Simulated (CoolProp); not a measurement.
The fluoroketone C6F12O (FK-5-1-12) along the isotherm 500 K: fugacity coefficient from the reference equation and from simpler models built on Tc = 441.8 K, pc = 1.869 MPa, ω = 0.471; each cubic takes its own stable root.

The numbers come from the reference Helmholtz-energy equation of state, McLinden 2015 in CoolProp.

```tsv
p (MPa)	phase	reference	van der Waals	Soave-Redlich-Kwong	Peng-Robinson
0.255	gas	0.9703	0.9702	0.9718	0.9674
0.51	gas	0.9413	0.9407	0.9441	0.9356
0.765	gas	0.9129	0.9113	0.9168	0.9047
1.02	gas	0.8851	0.8820	0.8901	0.8746
1.27	gas	0.8583	0.8534	0.8644	0.8459
1.53	gas	0.8310	0.8236	0.8382	0.8169
1.78	gas	0.8051	0.7949	0.8135	0.7898
2.04	supercritical	0.7786	0.7649	0.7883	0.7625
2.29	supercritical	0.7537	0.7358	0.7647	0.7371
2.55	supercritical	0.7282	0.7052	0.7407	0.7116
2.8	supercritical	0.7043	0.6757	0.7184	0.6880
```
